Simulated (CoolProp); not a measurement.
Computed with CoolProp (reference Helmholtz-energy equation of state, Lemmon 2009).

Problem. Give the vapour pressure (kPa), enthalpy of vaporisation (kJ/kg), liquid cp (kJ/(kg K)), liquid conductivity (mW/(m K)) of saturated propane at -16.55, 41.25 °C.

Solution. 
```csv
T (°C),p (kPa),enthalpy of vaporisation (kJ/kg),liquid cp (kJ/(kg K)),liquid conductivity (mW/(m K))
-16.55,276,397,2.38,115
41.25,1410,304,2.93,86.5
```

Thermal conductivity comes from a separate model (Marsh 2002).
